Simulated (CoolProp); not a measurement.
2000 sccm (0 °C, 1 atm) of nitrogen bubbles through liquid n-hexane at 285.4 K and leaves saturated at a total pressure of 0.0774 MPa (ideal gas phase). Each further row changes one setting.

Values from CoolProp's reference Helmholtz-energy equation of state, Thol 2019.

```
case                      vapour pressure (kPa)  mole fraction of vapour  delivery (mg/min)  delivery (sccm)  change of delivery for a bath 1 K warmer (%)
------------------------  ---------------------  -----------------------  -----------------  ---------------  --------------------------------------------
as stated                                  11.3                    0.145               1310              340                                           5.8
bath temperature 290.4 K                   14.2                    0.184               1740              451                                           5.8
total pressure 0.155 MPa                   11.3                   0.0726                602              157                                           5.3
```
